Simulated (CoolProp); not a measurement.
The numbers come from the reference Helmholtz-energy equation of state, de Vries 1995 in CoolProp.

### Question
Give the vapour pressure (bar), liquid density (kg/m³), enthalpy of vaporisation (kJ/kg), liquid cp (kJ/(kg K)) of saturated R124 at 286.2, 335, 347.2 K.

### Answer
```json
[
 {"T (K)": "286.2", "p (bar)": "2.60", "liquid density (kg/m³)": "1400", "enthalpy of vaporisation (kJ/kg)": "153", "liquid cp (kJ/(kg K))": "1.11"},
 {"T (K)": "335", "p (bar)": "10.4", "liquid density (kg/m³)": "1210", "enthalpy of vaporisation (kJ/kg)": "122", "liquid cp (kJ/(kg K))": "1.25"},
 {"T (K)": "347.2", "p (bar)": "13.8", "liquid density (kg/m³)": "1160", "enthalpy of vaporisation (kJ/kg)": "111", "liquid cp (kJ/(kg K))": "1.32"}
]
```
